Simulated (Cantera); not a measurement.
## Adiabatic ignition

An adiabatic, constant-pressure homogeneous reactor starts with CH₄ : H₂ : O₂ : N₂ : H₂O = 1 : 0.77 : 1.99 : 7.47 : 0.029 (molar parts), at 1625 K and 20.0 bar.

Model: GRI-Mech 3.0 (53 species, 325 reactions), integrated in Cantera. The pressure lies above the range GRI-Mech 3.0 was tuned for (to about 10 atm). Above 3000 K some thermodynamic fits are extrapolated.

```
t (s)     T (K)     x CH₄    x H₂     x O₂     x HCO    x CH₂O      x O
--------  -----  --------  ------  -------  --------  --------  -------
1.00e-6    1625    0.0888  0.0684    0.177  3.62e-10   4.65e-6  6.81e-7
3.47e-6    1642    0.0857  0.0670    0.174   7.79e-7  0.000704  1.27e-5
1.20e-5    3055  2.01e-12  0.0355  0.00511   6.00e-7   1.43e-8  0.00231
4.16e-5    3054  2.38e-12  0.0360  0.00430   5.80e-7   1.48e-8  0.00200
0.000144   3045  2.61e-12  0.0368  0.00388   5.81e-7   1.52e-8  0.00185
0.000500   3045  2.62e-12  0.0368  0.00386   5.81e-7   1.52e-8  0.00184
0.00173    3045  2.62e-12  0.0368  0.00386   5.81e-7   1.52e-8  0.00184
0.00600    3045  2.62e-12  0.0368  0.00386   5.81e-7   1.52e-8  0.00184
0.0208     3045  2.62e-12  0.0368  0.00386   5.81e-7   1.52e-8  0.00184
0.0721     3045  2.62e-12  0.0368  0.00386   5.81e-7   1.52e-8  0.00184
0.250      3045  2.62e-12  0.0368  0.00386   5.81e-7   1.52e-8  0.00184
0.866      3045  2.62e-12  0.0368  0.00386   5.81e-7   1.52e-8  0.00184
3.00       3045  2.62e-12  0.0368  0.00386   5.81e-7   1.52e-8  0.00184
```
x: mole fraction; the columns are a selection and need not sum to one.

| Item | Value |
|---|---|
| time of steepest temperature rise | 8.38 µs |
| temperature at 3.00 s | 3045 K |
| equilibrium temperature | 3045 K |
| x(CH₄) at 3.00 s | 2.62e-12 (gas-phase equilibrium 3.11e-12) |
| x(H₂) at 3.00 s | 0.0368 (gas-phase equilibrium 0.0368) |
| x(O₂) at 3.00 s | 0.00386 (gas-phase equilibrium 0.00386) |
